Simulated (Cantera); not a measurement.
Input (Python, Cantera):

```python
import numpy as np
import cantera as ct

gas = ct.Solution("h2o2.yaml")
gas.TPX = 1400, 2666, {'H2': 0.19, 'O2': 1}
reactor = ct.IdealGasConstPressureReactor(gas, energy="off", clone=False)
net = ct.ReactorNet([reactor])
net.rtol, net.atol = 1e-08, 1e-18
show = ['H2', 'O2', 'H2O', 'OH', 'H2O2']
times = np.geomspace(0.0006, 70, 13)

steps = ct.SolutionArray(gas, extra=["t"])
rows = []
print(f"{'t/s':>10s}{'T/K':>9s}{'P/Pa':>11s}" + "".join(f"{s:>11s}" for s in show))
for t in times:
    while net.time < t:
        t_next = net.step()
        steps.append(gas.state, t=t_next)
    rows.append([np.interp(t, steps.t, y) for y in (steps.T, steps.P, *steps(*show).X.T)])
    print(f"{t:10.3e}{rows[-1][0]:9.1f}{rows[-1][1]:11.4g}" + "".join(f"{x:11.3e}" for x in rows[-1][2:]))
rate = np.gradient(steps.T, steps.t)
print("integrator steps:", len(steps.t))
if steps.T.max() > steps.T[0] + 200:
    print(f"time of steepest temperature rise: {steps.t[rate.argmax()]:.4e} s")
gas.TPX = 1400, 2666, {'H2': 0.19, 'O2': 1}
gas.equilibrate("TP")
print(f"equilibrium (TP): T = {gas.T:.1f} K  " + "  ".join(f"{s} {gas[s].X[0]:.3e}" for s in show))
```

Result:

```
       t/s      T/K       P/Pa         H2         O2        H2O         OH       H2O2
 6.000e-04   1400.0       2666  6.744e-03  7.336e-01  1.268e-01  1.498e-02  3.270e-07
 1.586e-03   1400.0       2666  5.986e-03  7.462e-01  1.335e-01  1.424e-02  3.345e-07
 4.194e-03   1400.0       2666  4.339e-03  7.718e-01  1.468e-01  1.232e-02  3.382e-07
 1.109e-02   1400.0       2666  1.861e-03  8.039e-01  1.625e-01  8.207e-03  2.816e-07
 2.932e-02   1400.0       2666  3.971e-04  8.210e-01  1.704e-01  3.825e-03  1.513e-07
 7.751e-02   1400.0       2666  6.521e-05  8.252e-01  1.725e-01  1.557e-03  5.994e-08
 2.049e-01   1400.0       2666  1.245e-05  8.261e-01  1.731e-01  6.830e-04  2.222e-08
 5.418e-01   1400.0       2666  3.008e-06  8.263e-01  1.733e-01  3.366e-04  8.520e-09
 1.433e+00   1400.0       2666  9.611e-07  8.264e-01  1.734e-01  1.906e-04  3.960e-09
 3.788e+00   1400.0       2666  5.559e-07  8.264e-01  1.734e-01  1.450e-04  2.939e-09
 1.001e+01   1400.0       2666  5.315e-07  8.264e-01  1.734e-01  1.418e-04  2.879e-09
 2.648e+01   1400.0       2666  5.314e-07  8.264e-01  1.734e-01  1.418e-04  2.879e-09
 7.000e+01   1400.0       2666  5.314e-07  8.264e-01  1.734e-01  1.418e-04  2.879e-09
integrator steps: 1881
equilibrium (TP): T = 1400.0 K  H2 5.314e-07  O2 8.264e-01  H2O 1.734e-01  OH 1.418e-04  H2O2 2.879e-09
```

Cantera simulation using the H2/O2 subset of GRI-Mech 3.0, which has no nitrogen chemistry; the numbers are that mechanism's predictions, not measurements. Radical loss at walls, strong at low pressure, is not modelled. The temperature is held fixed by assumption; the heat of reaction is taken as removed at once.
